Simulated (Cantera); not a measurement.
# Halide evaporation, hydrolysis and transport: LiCl + H₂

Feed: 1 mol LiCl, a varied amount of H₂, at 800 K and 1.33 mbar.

Cantera equilibrium calculation (NASA polynomials, part measured and part estimated; ideal gas, pure solids and liquids). Candidate condensed phases: Li, LiCl, LiH; 11 gas species. The numbers say what is thermodynamically allowed, not how fast it happens.

From 0.83 mol H₂ to 210 mol H₂ the condensed part is LiCl(s). At 470 mol H₂ nothing is condensed. The main Li-bearing gas is Li₂Cl₂ throughout. The share of Li in condensed phases is highest at 0.83 mol H₂ (99.8 %) and lowest at 470 mol H₂ (0.0 %).

```
n(H₂) (mol)   x H₂  x Li₂Cl₂    x LiCl  x Li₃Cl₃    x HCl     x Li  n LiCl(s)
-----------  -----  --------  --------  --------  -------  -------  ---------
0.83         0.998   0.00107  0.000508   9.37e-5  5.51e-9  5.46e-9      0.998
1.8          0.998   0.00107  0.000508   9.37e-5  5.51e-9  5.46e-9      0.995
4            0.998   0.00107  0.000508   9.37e-5  5.51e-9  5.46e-9      0.988
8.9          0.998   0.00107  0.000508   9.37e-5  5.51e-9  5.46e-9      0.974
20           0.998   0.00107  0.000508   9.37e-5  5.51e-9  5.46e-9      0.941
43           0.998   0.00107  0.000508   9.37e-5  5.51e-9  5.46e-9      0.874
96           0.998   0.00107  0.000508   9.37e-5  5.51e-9  5.46e-9      0.718
210          0.998   0.00107  0.000508   9.37e-5  5.51e-9  5.46e-9      0.383
470          0.999  0.000764  0.000429   5.63e-5  5.06e-9  5.01e-9          0
```
x: gas mole fraction; n: condensed amount in mol.
